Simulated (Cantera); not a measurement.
A closed system holds: 1 mol C₃H₆, 0.52 mol H₂O, 4.7 mol H₂, at 1677 °C and 0.0133 bar.

Cantera equilibrium calculation (NASA polynomials, part measured and part estimated; ideal gas, pure solids and liquids). The numbers say what is thermodynamically allowed, not how fast it happens.

| species | before | after |
|---|---|---|
| H₂ | 0.931 | 0.827 |
| H | 0.00958 | 0.111 |
| CO | 0.0592 | 0.0562 |
| C₂H₂ (acetylene) | 0.000509 | 0.00514 |
| C₂H | 8.23e-8 | 3.74e-5 |
| C₄H₂ | 1.11e-7 | 1.31e-5 |
| C(graphite), mol | 2.47 | 2.38 |
Gas species are given as mole fractions.

Problem. Which change was made?
A. H₂O from 0.52 to 0.92 mol
B. pressure from 0.0133 bar to 1.00 bar
C. temperature from 1677 °C to 2452 °C
D. temperature from 1677 °C to 2102 °C

Solution. D, temperature from 1677 °C to 2102 °C
